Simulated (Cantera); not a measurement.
Input: 1 mol Si(CH3)4, 0.062 mol C3H8, a varied amount of H2, at 2273.15 K and 4.40 mbar.

Method: chemical equilibrium by Gibbs-energy minimisation in Cantera with the NASA 1993 tables (ideal gas, pure condensed phases). Candidate condensed phases: C, C6H6, C7H8, C8H18, Si, SiC; 87 gas species. The numbers say what is thermodynamically allowed, not how fast it happens.

Q: At 650 mol H2, list the 7 most abundant gas species with their mole fractions, and the condensed phases.

A: H2 0.877, H 0.119, C2H2 (acetylene) 0.00283, Si 0.00125, SiC2 0.000135, SiH 3.00e-5, C2H 1.61e-5. Condensed: gas only.
